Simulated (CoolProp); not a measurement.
Aqueous potassium formate as a coolant, at 14 °C, 1 atm.

Model: Melinder's fits for secondary coolants, in CoolProp.

```tsv
mass %	freezing point (°C)	density (kg/m³)	cp (kJ/(kg K))	conductivity (W/(m K))	Prandtl number
5.2	-2.4	1032	3.987	0.578	8.85
12.3	-6.3	1075	3.723	0.565	9.17
19.4	-11.2	1120	3.471	0.553	9.70
26.5	-17.4	1168	3.238	0.541	10.5
33.6	-25.6	1218	3.031	0.526	11.6
40.7	-36.2	1270	2.850	0.508	12.9
47.7	-49.4	1326	2.688	0.489	16.5
```
